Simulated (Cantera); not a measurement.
**Reactions in the system H-K-O**

Standard-state values (1 bar) from the NASA 1993 polynomials, evaluated with Cantera. Values are per mole of reaction as written; species without (g) are pure solids or liquids, kept so even where they would boil at 1 bar.

2 H2O(g) + 2 K ⇌ H2(g) + 2 KOH(g)

```csv
T (K),ΔH° (kJ),ΔS° (J/K),ΔG° (kJ),log10 K
873,13.9,82.7,-58.3,3.49
923,13.8,82.6,-62.4,3.53
973,13.6,82.4,-66.5,3.57
1023,13.4,82.2,-70.7,3.61
1073,13.1,81.9,-74.8,3.64
1123,12.8,81.6,-78.8,3.67
1173,12.3,81.2,-82.9,3.69
1223,11.8,80.7,-87.0,3.71
1273,11.1,80.2,-91.0,3.73
```
